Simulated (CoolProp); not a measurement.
A simple Rankine cycle with R365MFC: condensing at 317.15 K, boiler at 2.76 MPa, turbine inlet 499 K, turbine efficiency 0.8, pump efficiency 0.6, no recuperator. Each further row changes one setting.

Values from CoolProp's reference Helmholtz-energy equation of state, Lemmon 2016.

| case | thermal efficiency (%) | net work (kJ/kg) | heat in (kJ/kg) | turbine exit temperature (K) | volume ratio over the turbine |
|---|---|---|---|---|---|
| as stated | 14.8 | 55.2 | 373 | 432.7 | 27.4 |
| condensing temperature 309.15 K | 15.8 | 60.6 | 384 | 428.0 | 36.3 |
| boiler pressure 1.93 MPa | 13.6 | 52.1 | 384 | 443.7 | 17.7 |
| turbine efficiency 0.7 | 12.8 | 47.9 | 373 | 438.7 | 27.8 |
